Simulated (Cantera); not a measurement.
An isothermal, constant-pressure homogeneous reactor starts with 21.9 % H2, 78.1 % O2, equivalence ratio 0.14, at 1200 K and 0.0263 atm.

Detailed kinetics in Cantera: the H2/O2 subset of GRI-Mech 3.0, which has no nitrogen chemistry. Radical loss at walls, strong at low pressure, is not modelled. The temperature is held fixed by assumption; the heat of reaction is taken as removed at once.

One state of this run: x H2 = 4.15e-8; x O2 = 0.754; x O = 2.53e-7; x H2O2 = 1.42e-9; x HO2 = 1.85e-8; x H2O = 0.246; x H = 4.62e-10. x: mole fraction; the columns are a selection and need not sum to one.

Q: Which value of t (s) does it belong to?
(A) 0.0114
(B) 0.0424
(C) 8.08
(D) 0.585

A: C, 8.08
